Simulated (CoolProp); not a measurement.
Vapour-liquid equilibrium of benzene (1) + n-dodecane (2) at 473.7 K; x and y are mole fractions of (1).

Model: multi-fluid Helmholtz-energy mixture model, Thol 2012 and Lemmon 2004; pair parameters Bell 2016, in CoolProp.

| x | bubble pressure, mixture model (kPa) | bubble pressure, Raoult's law (kPa) | y, mixture model | y, Raoult's law |
|---|---|---|---|---|
| 0.05 | 112.7 | 137.7 | 0.405 | 0.527 |
| 0.125 | 188.6 | 241.3 | 0.661 | 0.751 |
| 0.2 | 273.7 | 345.0 | 0.780 | 0.841 |
| 0.275 | 365.5 | 448.6 | 0.845 | 0.889 |
| 0.35 | 461.8 | 552.3 | 0.886 | 0.919 |
| 0.425 | 561.4 | 655.9 | 0.913 | 0.940 |
| 0.5 | 663.6 | 759.6 | 0.933 | 0.955 |
| 0.575 | 768.4 | 863.2 | 0.948 | 0.966 |
| 0.65 | 876.4 | 966.9 | 0.961 | 0.975 |
| 0.725 | 988.8 | 1071 | 0.971 | 0.982 |
| 0.8 | 1107 | 1174 | 0.980 | 0.988 |
| 0.875 | 1231 | 1278 | 0.988 | 0.993 |
| 0.95 | 1361 | 1381 | 0.996 | 0.998 |

The largest gap from Raoult's law is -21.8 % in bubble pressure, at x = 0.125. No azeotrope shows between x = 0.05 and 0.95.

Pair parameters are fitted to limited data, so mixtures are less certain than the pure fluids.
